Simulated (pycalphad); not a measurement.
# Effect of Fe content in Al-Si-Fe

Source of the numbers: pycalphad with the COST 507 light-alloy database (1999); pressure 1 atm. The data set is of 1999 and partly superseded. Phase fractions are per mole of atoms.

```
alloy                     liquidus (K)  first solid  solidus (K)                            phases at 650 K
------------------------  ------------  -----------  -----------  -----------------------------------------
Al-0.35Si-4.42Fe (at.%)           1138      AL13FE4          905  fcc 0.80, AL13FE4 0.15, ALFESI_ALPHA 0.05
Al-0.35Si-5.89Fe (at.%)           1189      AL13FE4          905  fcc 0.74, AL13FE4 0.21, ALFESI_ALPHA 0.05
Al-0.35Si-8.83Fe (at.%)           1268      AL13FE4          905  fcc 0.62, AL13FE4 0.34, ALFESI_ALPHA 0.05
Al-0.35Si-11.78Fe (at.%)          1325      AL13FE4          905  fcc 0.49, AL13FE4 0.46, ALFESI_ALPHA 0.05
Al-0.35Si-17.67Fe (at.%)          1396      AL13FE4          905  AL13FE4 0.71, fcc 0.24, ALFESI_ALPHA 0.05
```

Database names, with the compositions (at.%) that they take in these runs: AL13FE4: Al 76 Fe 24; ALFESI_ALPHA: Al 74 Fe 19 Si 7.
